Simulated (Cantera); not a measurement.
Pyrogenic steam for wet oxidation

An isothermal, constant-pressure homogeneous reactor starts with H₂ : O₂ : N₂ = 0.42 : 1 : 1.2 (molar parts), at 1225 K and 61000 Pa.

Computed with Cantera and the H2/O2 subset of GRI-Mech 3.0, which has no nitrogen chemistry. The temperature is held fixed by assumption; the heat of reaction is taken as removed at once.

```json
[
 {"t (s)": "2.00e-6", "x H₂": "0.160", "x O₂": "0.382", "x H₂O": "3.04e-9", "x HO₂": "8.58e-9", "x OH": "1.72e-9", "x H": "8.27e-9"},
 {"t (s)": "6.75e-6", "x H₂": "0.160", "x O₂": "0.382", "x H₂O": "1.02e-7", "x HO₂": "3.68e-8", "x OH": "2.24e-8", "x H": "8.36e-8"},
 {"t (s)": "2.28e-5", "x H₂": "0.160", "x O₂": "0.382", "x H₂O": "9.04e-5", "x HO₂": "7.29e-6", "x OH": "1.57e-5", "x H": "5.66e-5"},
 {"t (s)": "7.70e-5", "x H₂": "0.00500", "x O₂": "0.325", "x H₂O": "0.165", "x HO₂": "0.000139", "x OH": "0.00358", "x H": "0.00283"},
 {"t (s)": "0.000260", "x H₂": "0.000349", "x O₂": "0.328", "x H₂O": "0.174", "x HO₂": "2.70e-5", "x OH": "0.000548", "x H": "1.98e-5"},
 {"t (s)": "0.000877", "x H₂": "3.42e-5", "x O₂": "0.328", "x H₂O": "0.174", "x HO₂": "3.98e-6", "x OH": "0.000188", "x H": "6.96e-7"},
 {"t (s)": "0.00296", "x H₂": "2.41e-6", "x O₂": "0.328", "x H₂O": "0.174", "x HO₂": "6.15e-7", "x OH": "7.71e-5", "x H": "3.92e-8"},
 {"t (s)": "0.0100", "x H₂": "2.29e-7", "x O₂": "0.328", "x H₂O": "0.174", "x HO₂": "1.32e-7", "x OH": "3.57e-5", "x H": "3.65e-9"},
 {"t (s)": "0.0338", "x H₂": "4.86e-8", "x O₂": "0.328", "x H₂O": "0.174", "x HO₂": "4.26e-8", "x OH": "1.81e-5", "x H": "4.86e-10"},
 {"t (s)": "0.114", "x H₂": "1.48e-8", "x O₂": "0.328", "x H₂O": "0.174", "x HO₂": "2.73e-8", "x OH": "1.00e-5", "x H": "8.93e-11"},
 {"t (s)": "0.385", "x H₂": "8.61e-9", "x O₂": "0.328", "x H₂O": "0.174", "x HO₂": "2.84e-8", "x OH": "7.20e-6", "x H": "3.89e-11"},
 {"t (s)": "1.30", "x H₂": "8.30e-9", "x O₂": "0.328", "x H₂O": "0.174", "x HO₂": "2.87e-8", "x OH": "6.99e-6", "x H": "3.66e-11"},
 {"t (s)": "4.39", "x H₂": "8.30e-9", "x O₂": "0.328", "x H₂O": "0.174", "x HO₂": "2.87e-8", "x OH": "6.99e-6", "x H": "3.66e-11"},
 {"t (s)": "14.8", "x H₂": "8.30e-9", "x O₂": "0.328", "x H₂O": "0.174", "x HO₂": "2.87e-8", "x OH": "6.99e-6", "x H": "3.66e-11"},
 {"t (s)": "50.0", "x H₂": "8.30e-9", "x O₂": "0.328", "x H₂O": "0.174", "x HO₂": "2.87e-8", "x OH": "6.99e-6", "x H": "3.66e-11"}
]
```
x: mole fraction; the columns are a selection and need not sum to one.

Equilibrium at this temperature and pressure: H₂ 8.30e-9, O₂ 0.328, H₂O 0.174, HO₂ 2.87e-8, OH 6.99e-6, H 3.66e-11 (gas phase only).
